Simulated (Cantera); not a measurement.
Input: 1 mol CaCO3, 0.041 mol CO2, at 1473 K and 0.0100 bar.

These are equilibrium values from Cantera (NASA tables, ideal gas, pure condensed phases), not measurements of a reactor. Candidate condensed phases: C, Ca, CaCO3, CaO; 15 gas species. Equilibrium is a limit: real reactors are often held back by kinetics, nucleation or transport.

Base state: CO2 0.998, CO 0.00128, O2 0.000639 (mole fractions); condensed: CaO(s).

### Question
What changes in the equilibrium state with this change: temperature from 1473 K to 1098.15 K?

### Answer
| species | before | after |
|---|---|---|
| CO2 | 0.998 | 1.000 |
| CO | 0.00128 | 6.85e-6 |
| O2 | 0.000639 | 3.43e-6 |
| CaO(s), mol | 1.00 | 1.00 |
